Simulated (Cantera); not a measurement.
A closed system holds: 1 mol CH3SiH3, 0.0058 mol C2H4, 7.7 mol H2, 0.18 mol HCl, at 1998.15 K.

Method: chemical equilibrium by Gibbs-energy minimisation in Cantera with the NASA 1993 tables (ideal gas, pure condensed phases). Candidate condensed phases: C, C6H6, C7H8, C8H18, Si, SiC; 109 gas species. The feed counts by its element totals alone. The numbers say what is thermodynamically allowed, not how fast it happens.

### Question
At 0.100 bar, list the 7 most abundant gas species with their mole fractions, and the condensed phases.

### Answer
H2 0.978, HCl 0.0163, H 0.00502, C2H2 (acetylene) 0.000553, Cl 6.25e-5, SiCl2 4.13e-5, CH4 3.52e-5. Condensed: SiC(s).
